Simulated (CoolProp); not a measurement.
A closed Brayton cycle with dry air: compressor inlet 306.15 K and 2.6 MPa, high pressure 7.1 MPa, turbine inlet 775 K, compressor efficiency 0.85, turbine efficiency 0.93, recuperator effectiveness 0.9 (on enthalpy, no pinch check). Each further row changes one setting.

Values from CoolProp's reference Helmholtz-energy equation of state, Lemmon 2000. It is a pseudo-pure fit of the blend.

```json
[
 {"case": "as stated", "thermal efficiency (%)": "___", "net work (kJ/kg)": "64.1", "compressor to turbine work": "0.65", "compressor exit (K)": "426.5", "turbine exit (K)": "604.5"},
 {"case": "turbine inlet 725 K", "thermal efficiency (%)": "27.2", "net work (kJ/kg)": "51.9", "compressor to turbine work": "___", "compressor exit (K)": "426.5", "turbine exit (K)": "___"},
 {"case": "compressor inlet 316.15 K", "thermal efficiency (%)": "29.2", "net work (kJ/kg)": "60.0", "compressor to turbine work": "0.68", "compressor exit (K)": "___", "turbine exit (K)": "604.5"},
 {"case": "high pressure 6.03 MPa", "thermal efficiency (%)": "___", "net work (kJ/kg)": "59.5", "compressor to turbine work": "___", "compressor exit (K)": "404.6", "turbine exit (K)": "629.6"},
 {"case": "recuperator effectiveness 0.5", "thermal efficiency (%)": "22.7", "net work (kJ/kg)": "64.1", "compressor to turbine work": "0.65", "compressor exit (K)": "426.5", "turbine exit (K)": "604.5"}
]
```

Problem. Some entries are withheld; supply them.

Solution. 
- as stated, thermal efficiency (%): 30.9
- turbine inlet 725 K, compressor to turbine work: 0.70
- turbine inlet 725 K, turbine exit (K): 563.9
- compressor inlet 316.15 K, compressor exit (K): 440.3
- high pressure 6.03 MPa, thermal efficiency (%): 32.1
- high pressure 6.03 MPa, compressor to turbine work: 0.62
